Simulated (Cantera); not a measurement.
Charge: 1 mol Zr, 12 mol N2, held at 100000 Pa.

Method: chemical equilibrium by Gibbs-energy minimisation in Cantera with the NASA 1993 tables (ideal gas, pure condensed phases). Candidate condensed phases: Zr, ZrN; 4 gas species. ZrN: taken at fixed stoichiometry. Kinetics and transport are ignored. All values below are at 1525 K.

Base state: N2 1.00 (mole fractions); condensed: ZrN(s).

### Question
What changes in the equilibrium state with this change: Zr replaced by Cr?

### Answer
| species | before | after |
|---|---|---|
| N2 | 1.00 | 1.00 |
| ZrN(s), mol | 1.00 | 0 |
| Cr2N(s), mol | 0 | 0.500 |
Further candidate phases: Cr, CrN, Cr2N.
